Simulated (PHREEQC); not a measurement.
A solution holds 13 mmol/kgw NH4F and 9.8 mmol/kgw (NH4)2SiF6, at 25 °C. Closed to the air; pH follows from the charge balance.

The numbers come from PHREEQC with the ion-association model, phreeqc.dat.

Precipitation was switched off in this run.

### Question
Order these F species by the share of F that they hold, largest first: HF, HF2-, SiF6-2, F-.

### Answer
SiF6-2 (80 %), F- (19 %), HF (1.2 %), HF2- (0.12 %)

The pH is 4.29 and the ionic strength 0.0422 mol/kgw. Saturation is exceeded, for instance for Quartz (slow to form); the values hold only as long as no solid forms. Complexes and solids missing from the database can't appear. SiF6-2 is the database's only silicon fluoride.
